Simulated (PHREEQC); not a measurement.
Make-up at 25 °C: 0.017 mol HCl, 4.6e-05 mol CuSO4 and 0.068 mol MnSO4 per kg of water. Closed to the air; pH follows from the charge balance.

Equilibrium calculation in PHREEQC: ion-association model, phreeqc.dat.

### Question
The ionic strength comes out as 0.167 mol/kgw. What activity coefficients do H+, Cu+2, Cl-, SO4-2, HSO4- get?

### Answer
H+ 0.81, Cu+2 0.35, Cl- 0.73, SO4-2 0.31, HSO4- 0.76.

This is a speciation only: nothing precipitates in the calculation.
